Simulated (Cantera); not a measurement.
Silicon nitride deposition: SiCl4 + NH3 + N2

Input: 1 mol SiCl4, 13 mol NH3, 2.6 mol N2, equilibrated at 1.00 bar.

These are equilibrium values from Cantera (NASA tables, ideal gas, pure condensed phases), not measurements of a reactor. Candidate condensed phases: NH4Cl, Si, Si3N4; 28 gas species. The tables' values for SiCl3, SiCl, SiN are old estimates; treat these amounts as uncertain. Gases not in the tables: Si2H6 and higher silanes. The numbers say what is thermodynamically allowed, not how fast it happens.

```json
[
 {"T (K)": "1723", "x H2": "0.588", "x N2": "0.284", "x HCl": "0.124", "x SiCl2": "0.00371", "n Si3N4(s)": "0.290", "n Si(l)": "0"},
 {"T (K)": "1773", "x H2": "0.589", "x N2": "0.285", "x HCl": "0.120", "x SiCl2": "0.00570", "n Si3N4(s)": "0.269", "n Si(l)": "0"},
 {"T (K)": "1823", "x H2": "0.590", "x N2": "0.286", "x HCl": "0.114", "x SiCl2": "0.00829", "n Si3N4(s)": "0.243", "n Si(l)": "0"},
 {"T (K)": "1873", "x H2": "0.592", "x N2": "0.288", "x HCl": "0.107", "x SiCl2": "0.0114", "n Si3N4(s)": "0.211", "n Si(l)": "0"},
 {"T (K)": "1923", "x H2": "0.594", "x N2": "0.289", "x HCl": "0.0999", "x SiCl2": "0.0150", "n Si3N4(s)": "0.174", "n Si(l)": "0"},
 {"T (K)": "1973", "x H2": "0.596", "x N2": "0.291", "x HCl": "0.0920", "x SiCl2": "0.0189", "n Si3N4(s)": "0.135", "n Si(l)": "0"},
 {"T (K)": "2023", "x H2": "0.598", "x N2": "0.293", "x HCl": "0.0838", "x SiCl2": "0.0228", "n Si3N4(s)": "0.0935", "n Si(l)": "0"},
 {"T (K)": "2073", "x H2": "0.595", "x N2": "0.297", "x HCl": "0.0806", "x SiCl2": "0.0240", "n Si3N4(s)": "0", "n Si(l)": "0.233"},
 {"T (K)": "2123", "x H2": "0.594", "x N2": "0.297", "x HCl": "0.0817", "x SiCl2": "0.0235", "n Si3N4(s)": "0", "n Si(l)": "0.245"}
]
```
x: gas mole fraction; n: condensed amount in mol.

From 1723 K to 2023 K the condensed part is Si3N4(s). From 2073 K to 2123 K the condensed part is Si(l). The main Si-bearing gas is SiCl2 throughout. The share of Si in condensed phases is highest at 1723 K (87.0 %) and lowest at 2073 K (23.3 %).
